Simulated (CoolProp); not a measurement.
Vapour-liquid equilibrium of propane (1) + isohexane (2) at 238.7 K; x and y are mole fractions of (1).

Values from CoolProp's multi-fluid Helmholtz-energy mixture model, Lemmon 2009 and Lemmon 2006; pair parameters Bell 2016.

```json
[
 {"x": "0.05", "bubble pressure (bar)": "0.08804", "y at the bubble point": "0.876", "dew pressure at overall composition x (bar)": "0.01202", "liquid density (mol/L)": "8.306"},
 {"x": "0.125", "bubble pressure (bar)": "0.2005", "y at the bubble point": "0.949", "dew pressure at overall composition x (bar)": "?", "liquid density (mol/L)": "8.571"},
 {"x": "0.2", "bubble pressure (bar)": "0.3103", "y at the bubble point": "0.970", "dew pressure at overall composition x (bar)": "0.01426", "liquid density (mol/L)": "8.850"},
 {"x": "0.275", "bubble pressure (bar)": "0.4174", "y at the bubble point": "0.979", "dew pressure at overall composition x (bar)": "0.01572", "liquid density (mol/L)": "9.144"},
 {"x": "0.35", "bubble pressure (bar)": "0.5223", "y at the bubble point": "0.985", "dew pressure at overall composition x (bar)": "0.01752", "liquid density (mol/L)": "9.453"},
 {"x": "0.425", "bubble pressure (bar)": "0.6252", "y at the bubble point": "0.989", "dew pressure at overall composition x (bar)": "0.01978", "liquid density (mol/L)": "9.780"},
 {"x": "0.5", "bubble pressure (bar)": "0.7265", "y at the bubble point": "0.991", "dew pressure at overall composition x (bar)": "0.02271", "liquid density (mol/L)": "10.12"},
 {"x": "0.575", "bubble pressure (bar)": "0.8265", "y at the bubble point": "0.993", "dew pressure at overall composition x (bar)": "0.02665", "liquid density (mol/L)": "10.49"},
 {"x": "0.65", "bubble pressure (bar)": "0.9259", "y at the bubble point": "?", "dew pressure at overall composition x (bar)": "0.03226", "liquid density (mol/L)": "10.87"},
 {"x": "0.725", "bubble pressure (bar)": "1.025", "y at the bubble point": "?", "dew pressure at overall composition x (bar)": "0.04087", "liquid density (mol/L)": "11.28"},
 {"x": "0.8", "bubble pressure (bar)": "1.125", "y at the bubble point": "0.997", "dew pressure at overall composition x (bar)": "0.05572", "liquid density (mol/L)": "11.71"},
 {"x": "0.875", "bubble pressure (bar)": "1.227", "y at the bubble point": "0.998", "dew pressure at overall composition x (bar)": "0.08752", "liquid density (mol/L)": "12.16"},
 {"x": "0.95", "bubble pressure (bar)": "1.332", "y at the bubble point": "0.999", "dew pressure at overall composition x (bar)": "0.2036", "liquid density (mol/L)": "12.64"}
]
```

Question: Fill in the missing entries.

Answer: 
- 0.125, dew pressure at overall composition x (bar): 0.01304
- 0.65, y at the bubble point: 0.995
- 0.725, y at the bubble point: 0.996

No azeotrope shows between x = 0.05 and 0.95.

Pair parameters are fitted to limited data, so mixtures are less certain than the pure fluids.
